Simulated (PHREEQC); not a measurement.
# Sulfide liquor (model solution)

A solution holds 0.0055 mol H2S and 0.0043 mol NaHCO3 per kg of water, at 25 °C. Closed to the air; pH follows from the charge balance.

Model: ion-association model, wateq4f.dat, run in PHREEQC.

Each row changes one thing in this solution. Precipitation was switched off in this run.

| case | pH | ionic strength (mol/kgw) | HCO3- (mol/kgw) | CO2 (mol/kgw) | NaHCO3 (mol/kgw) | CO3-2 (mol/kgw) | SI of Nahcolite (NaHCO3) | SI of Natron (Na2CO3:10H2O) |
|---|---|---|---|---|---|---|---|---|
| as made | 6.54 | 0.00430 | 0.00266 | 0.00163 | 5.59e-6 | 5.26e-7 | -4.45 | -9.88 |
| NaHCO3 from 0.0043 to 0.0215 mol/kgw | 7.03 | 0.0214 | 0.0181 | 0.00326 | 0.000163 | … | -2.99 | -7.25 |
| NaHCO3 from 0.0043 to 0.00473 mol/kgw | 6.56 | 0.00472 | 0.00301 | 0.00171 | 6.90e-6 | 6.42e-7 | -4.36 | -9.72 |
| H2S left out | 8.26 | 0.00433 | 0.00420 | 4.85e-5 | 8.79e-6 | 4.39e-5 | -4.26 | -7.96 |
| diluted 5-fold with water | 6.55 | 0.000860 | … | 0.000326 | 2.42e-7 | 9.84e-8 | -5.82 | -11.91 |
| NaHCO3 from 0.0043 to 0.00043 mol/kgw | 5.75 | 0.000432 | 8.84e-5 | 0.000342 | 2.04e-8 | … | -6.89 | -14.08 |

Q: Some entries are withheld; supply them.

A: 
- NaHCO3 from 0.0043 to 0.0215 mol/kgw, CO3-2 (mol/kgw): 1.38e-5
- diluted 5-fold with water, HCO3- (mol/kgw): 0.000534
- NaHCO3 from 0.0043 to 0.00043 mol/kgw, CO3-2 (mol/kgw): 2.53e-9

The polysulfide entries of wateq4f.dat were taken out for this run.
